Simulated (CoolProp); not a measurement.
R134a along the isobar 314 kPa: Z from the reference equation and from simpler models built on Tc = 374.2 K, pc = 4059 kPa, ω = 0.327; each cubic takes its own stable root.

The numbers come from the reference Helmholtz-energy equation of state, Tillner-Roth 1994 in CoolProp.

| T (K) | phase | reference | Pitzer virial | van der Waals | Redlich-Kwong | Soave-Redlich-Kwong | Peng-Robinson |
|---|---|---|---|---|---|---|---|
| 285 | gas | 0.9205 | 0.9289 | 0.9545 | 0.9406 | 0.9330 | 0.9293 |
| 300.5 | gas | 0.9358 | 0.9410 | 0.9600 | 0.9491 | 0.9436 | 0.9400 |
| 315.9 | gas | 0.9472 | 0.9506 | 0.9645 | 0.9560 | 0.9521 | 0.9487 |
| 331.4 | gas | 0.9560 | 0.9583 | 0.9684 | 0.9617 | 0.9592 | 0.9559 |
| 346.8 | gas | 0.9629 | 0.9645 | 0.9718 | 0.9665 | 0.9650 | 0.9618 |
| 362.3 | gas | 0.9685 | 0.9696 | 0.9746 | 0.9705 | 0.9699 | 0.9669 |
| 377.7 | gas | 0.9731 | 0.9738 | 0.9771 | 0.9739 | 0.9741 | 0.9711 |
| 393.2 | gas | 0.9768 | 0.9774 | 0.9793 | 0.9769 | 0.9776 | 0.9748 |
| 408.6 | gas | 0.9799 | 0.9804 | 0.9812 | 0.9794 | 0.9806 | 0.9779 |
| 424.1 | gas | 0.9826 | 0.9829 | 0.9829 | 0.9816 | 0.9832 | 0.9806 |
| 439.5 | gas | 0.9848 | 0.9851 | 0.9844 | 0.9835 | 0.9854 | 0.9830 |
| 455 | gas | 0.9867 | 0.9870 | 0.9857 | 0.9852 | 0.9874 | 0.9850 |
